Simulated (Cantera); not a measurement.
Moist CO burnout

An isothermal, constant-pressure homogeneous reactor starts with CO : O2 : H2O : N2 = 0.015 : 0.0098 : 0.0003 : 1 (molar parts), at 925 K and 0.330 bar.

Computed with Cantera and GRI-Mech 3.0 (53 species, 325 reactions).

```tsv
t (s)	x CO	x O2	x H2O	x H2O2	x NO	x H	x O
0.000400	0.0146	0.00956	0.000293	<1e-12	<1e-12	<1e-12	3.03e-12
0.00114	0.0146	0.00956	0.000293	<1e-12	<1e-12	<1e-12	8.54e-12
0.00324	0.0146	0.00956	0.000293	<1e-12	<1e-12	<1e-12	2.36e-11
0.00924	0.0146	0.00956	0.000293	<1e-12	<1e-12	<1e-12	6.19e-11
0.0263	0.0146	0.00956	0.000293	<1e-12	<1e-12	<1e-12	1.42e-10
0.0750	0.0146	0.00956	0.000293	<1e-12	<1e-12	1.83e-12	2.54e-10
0.213	0.0146	0.00956	0.000293	<1e-12	<1e-12	6.15e-12	4.05e-10
0.608	0.0146	0.00956	0.000293	<1e-12	<1e-12	3.31e-11	1.22e-9
1.73	0.0146	0.00956	0.000293	2.92e-10	<1e-12	9.07e-10	2.59e-8
4.93	0.0145	0.00950	0.000292	3.97e-8	2.32e-12	1.84e-8	3.37e-7
14.0	0.0136	0.00907	0.000287	8.16e-8	1.13e-10	5.48e-8	7.55e-7
40.0	0.00772	0.00611	0.000286	4.96e-8	4.67e-9	1.73e-7	1.89e-6
```
x: mole fraction; the columns are a selection and need not sum to one.

Equilibrium at this temperature and pressure: CO 2.10e-12, O2 0.00226, H2O 0.000295, H2O2 <1e-12, NO 1.49e-6, H <1e-12, O 1.12e-12 (gas phase only).
